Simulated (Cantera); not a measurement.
Thermodynamics of oxide etching and cleaning by halides, feed TiO₂ + Cl₂

Feed: 1 mol TiO₂, 13 mol Cl₂, held at 1375 K and 750 Torr.

Method: chemical equilibrium by Gibbs-energy minimisation in Cantera with the NASA 1993 tables (ideal gas, pure condensed phases). Candidate condensed phases: Ti, TiCl₂, TiCl₃, TiCl₄, TiO, TiO₂, Ti₂O₃, Ti₃O₅, Ti₄O₇; 15 gas species. Kinetics and transport are ignored.

The x(Cl₂) comes out as 0.952. The x(Cl) is 0.0228 and the x(TiCl₄) is 0.0127. The x(O₂) is 0.0126 and the x(ClO) is 7.48e-5. The n(TiO₂(rutile)) is 0.834 mol and the gas amount is 13.15 mol. The log10 activity of TiCl₄(l) (absent) comes out as -3.93 and the log10 activity of Ti₄O₇(s) (absent) comes out as -7.79. The log10 activity of Ti₃O₅(s) (absent) comes out as -7.95.
